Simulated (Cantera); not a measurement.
Input: 1 mol CH3OH, 2.2 mol CO2, a varied amount of N2, at 1600 K and 1 atm.

Equilibrium computed with Cantera from the NASA thermochemical tables; the gas is ideal and each condensed phase is pure. Candidate condensed phases: C, C6H6, C7H8, C8H18, H2O; 136 gas species. Rates play no part.

**Question.** At 1.1 mol N2, list the 4 most abundant gas species with their mole fractions, and the condensed phases.

**Answer.** CO 0.345, H2O 0.186, N2 0.175, CO2 0.163. Condensed: gas only.
